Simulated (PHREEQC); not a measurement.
Make-up at 15 °C: 0.008 mol Al2(SO4)3 per kg of water. Closed to the air; pH follows from the charge balance.

Model: ion-association model, wateq4f.dat, run in PHREEQC.

No solid was allowed to form.

Q: Estimate the pH, ionic strength.

A: pH 4.15; ionic strength 0.0375 mol/kgw.

Q: In which forms is S present?

A: AlSO4+ 48 %, SO4-2 38 %, Al(SO4)2- 13 % of the S.

The solution is supersaturated, for example in Gibbsite (slow to form), so a real one may precipitate; this is no full list. Species that the database lacks are ignored.
